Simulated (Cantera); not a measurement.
## n-butane + H₂O + N₂ (carbon deposition, reforming and gasification)

Charge: 1 mol n-butane, 0.14 mol H₂O, 20 mol N₂, at 940000 Pa.

Cantera equilibrium calculation (NASA polynomials, part measured and part estimated; ideal gas, pure solids and liquids). Candidate condensed phases: C, C₆H₆, C₇H₈, C₈H₁₈, H₂O; 169 gas species. Ions and electrons are included (thermal ionisation). The numbers say what is thermodynamically allowed, not how fast it happens.

From 1727 °C to 2977 °C the condensed part is C(graphite). From 3227 °C to 4727 °C nothing is condensed. The main C-bearing gas is HCN at 1727 °C and CN at 4727 °C.

| T (°C) | x N₂ | x H | x H₂ | x HCN | x CN | x C | x HNC | x C₂H₂ (acetylene) | n C(graphite) |
|---|---|---|---|---|---|---|---|---|---|
| 1727 | 0.788 | 0.000237 | 0.200 | 0.00585 | 1.63e-7 | 3.24e-12 | 0.000332 | 0.000153 | 3.69 |
| 1977 | 0.783 | 0.00107 | 0.194 | 0.0138 | 2.95e-6 | 3.88e-10 | 0.00117 | 0.000651 | 3.45 |
| 2227 | 0.775 | 0.00352 | 0.184 | 0.0267 | 2.96e-5 | 1.77e-8 | 0.00313 | 0.00199 | 3.00 |
| 2477 | 0.761 | 0.00912 | 0.167 | 0.0446 | 0.000193 | 4.02e-7 | 0.00677 | 0.00471 | 2.29 |
| 2727 | 0.743 | 0.0195 | 0.143 | 0.0652 | 0.000916 | 5.39e-6 | 0.0123 | 0.00891 | 1.32 |
| 2977 | 0.719 | 0.0354 | 0.114 | 0.0851 | 0.00339 | 4.84e-5 | 0.0193 | 0.0138 | 0.0931 |
| 3227 | 0.705 | 0.0613 | 0.101 | 0.0802 | 0.00750 | 0.000227 | 0.0212 | 0.0113 | 0 |
| 3477 | 0.688 | 0.0965 | 0.0871 | 0.0695 | 0.0140 | 0.000816 | 0.0210 | 0.00792 | 0 |
| 3727 | 0.668 | 0.138 | 0.0708 | 0.0555 | 0.0227 | 0.00235 | 0.0188 | 0.00480 | 0 |
| 3977 | 0.647 | 0.182 | 0.0539 | 0.0406 | 0.0324 | 0.00559 | 0.0152 | 0.00248 | 0 |
| 4227 | 0.626 | 0.221 | 0.0384 | 0.0272 | 0.0415 | 0.0113 | 0.0112 | 0.00109 | 0 |
| 4477 | 0.607 | 0.251 | 0.0258 | 0.0169 | 0.0482 | 0.0196 | 0.00753 | 0.000410 | 0 |
| 4727 | 0.591 | 0.272 | 0.0168 | 0.00988 | 0.0513 | 0.0299 | 0.00472 | 0.000137 | 0 |
x: gas mole fraction; n: condensed amount in mol.
